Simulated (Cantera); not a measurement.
Cantera run:

```python
import numpy as np
import cantera as ct

gas_names = """
    CL CL2 H HCL H2 Si SiCL SiCL2 SiCL3 SiCL4 SiH SiHCL3 SiH2 SiH2CL2 SiH3 SiH3CL SiH4 Si2 Si3
""".split()
cond_names = """
    Si(cr) Si(L)
""".split()


# ... load() reads the species with a 1 bar reference pressure and builds the phases ...
atoms = {
    'Si': {'Si': 1},
    'Cl2': {'CL': 2},
    'H2': {'H': 2},
}
top_T = {}  # K; cautious upper limits of use, not melting points


# ... equilibrate(T, P, feed) seeds the gas with the atoms and calls Mixture.equilibrate('TP', solver="vcs", rtol=1e-11, max_steps=5000) ...
results = []
feed = {'Si': 1, 'Cl2': 6, 'H2': 6.8}  # mol
T = 1273.15  # K
P = 133.322  # Pa
mix = equilibrate(T, P, feed)
results.append((T, P, feed, dict(zip(mix.species_names, mix.species_moles))))
print(gas.report(threshold=1e-06))
for i in range(1, mix.n_phases):
    print(f"{mix.phase(i).name:16s} {mix.phase_moles(i):12.5e} mol")
```

Result:

```
       temperature   1273.2 K
          pressure   133.32 Pa
           density   0.00048884 kg/m^3
  mean mol. weight   38.813 kg/kmol
   phase of matter   gas

                          1 kg             1 kmol
                     ---------------   ---------------
          enthalpy         -1.94e+06       -7.5296e+07  J
   internal energy       -2.2127e+06       -8.5882e+07  J
           entropy            7707.1        2.9913e+05  J/K
    Gibbs function       -1.1752e+07       -4.5614e+08  J
 heat capacity c_p             975.4             37858  J/K
 heat capacity c_v            761.18             29544  J/K

                      mass frac. Y      mole frac. X     chem. pot. / RT
                     ---------------   ---------------   ---------------
                CL        2.3233e-05        2.5437e-05           -27.461
                 H        2.3426e-07        9.0202e-06           -13.154
               HCL           0.66188           0.70463           -40.615
                H2          0.011025           0.21226           -26.309
             SiCL2          0.036023          0.014125           -65.175
             SiCL3          0.038453          0.011102           -92.636
             SiCL4           0.25019           0.05716            -120.1
            SiHCL3         0.0024033        0.00068869           -105.79
           SiH2CL2        2.9888e-06        1.1486e-06           -91.483
     [  +10 minor]        3.8248e-08        2.2313e-08

Si(cr)            0.00000e+00 mol
```

Method: chemical equilibrium by Gibbs-energy minimisation in Cantera with the NASA 1993 tables (ideal gas, pure condensed phases). The tables' values for SiCl3 are old estimates; treat these amounts as uncertain.
